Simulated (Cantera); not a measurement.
What does this Cantera script print?

```python
import numpy as np
import cantera as ct

gas_names = [...]  # 123 gases of nasa_gas.yaml made of C, H, O, Si
cond_names = """
    C(gr) C6H6(L) C7H8(L) C8H18(L),n-octa H2O(s) H2O(L) Si(cr) Si(L) SiC(b) SiO2(Lqz) SiO2(hqz) SiO2(L)
""".split()


# ... load() reads the species with a 1 bar reference pressure and builds the phases ...
atoms = {
    'Si': {'Si': 1},
    'H2O': {'H': 2, 'O': 1},
    'CO': {'C': 1, 'O': 1},
}
top_T = {'C(gr)': 4500, 'SiC(b)': 3050}  # K; cautious upper limits of use, not melting points


# ... equilibrate(T, P, feed) seeds the gas with the atoms and calls Mixture.equilibrate('TP', solver="vcs", rtol=1e-11, max_steps=5000) ...
results = []
feed = {'Si': 1, 'H2O': 3.4, 'CO': 2.8}  # mol
P = 101325  # Pa
for T in [1373, 1423, 1473, 1523, 1573, 1623, 1673, 1723, 1773]:
    mix = equilibrate(T, P, feed)
    results.append((T, P, feed, dict(zip(mix.species_names, mix.species_moles))))

top = {s: max(r[3][s] / sum(r[3][g] for g in gas_names) for r in results) for s in gas_names}
cols = sorted((s for s in top if top[s] > 1e-06), key=lambda s: -top[s])[:6]
seen = [c for c in cond_names if any(r[3].get(c, 0) > 1e-12 for r in results)]
print("log10 of partial pressures in bar; condensed amounts in mol")
print(f"{'T/K':>10s}" + "".join(f"{s[:9]:>10s}" for s in cols + seen))
for T, P, feed, n in results:
    ng = sum(n[g] for g in gas_names)
    print(f"{T:10.4g}" + "".join(f"{np.log10(max(n[s] / ng * P / 1e5, 1e-99)):10.3f}" for s in cols)
          + "".join(f"{n.get(c, 0):10.4g}" for c in seen))
```

It prints:

```
log10 of partial pressures in bar; condensed amounts in mol
       T/K        CO        H2       H2O       CO2         H        OH SiO2(hqz)   SiO2(L)
      1373    -0.415    -0.398    -0.807    -1.137    -5.677    -7.834         1         0
      1423    -0.411    -0.402    -0.797    -1.160    -5.379    -7.437         1         0
      1473    -0.407    -0.406    -0.788    -1.182    -5.101    -7.067         1         0
      1523    -0.404    -0.409    -0.780    -1.203    -4.841    -6.722         1         0
      1573    -0.401    -0.412    -0.773    -1.222    -4.597    -6.400         1         0
      1623    -0.398    -0.415    -0.766    -1.240    -4.368    -6.097         1         0
      1673    -0.395    -0.418    -0.761    -1.258    -4.152    -5.813         1         0
      1723    -0.393    -0.420    -0.756    -1.274    -3.949    -5.546         0         1
      1773    -0.391    -0.422    -0.751    -1.289    -3.757    -5.293         0         1
```

Cantera equilibrium calculation (NASA polynomials, part measured and part estimated; ideal gas, pure solids and liquids). The tables hold silica as quartz up to 1696 K and as liquid above; real silica turns to tridymite and cristobalite and melts near 1996 K. Gases not in the tables: Si(OH)4.
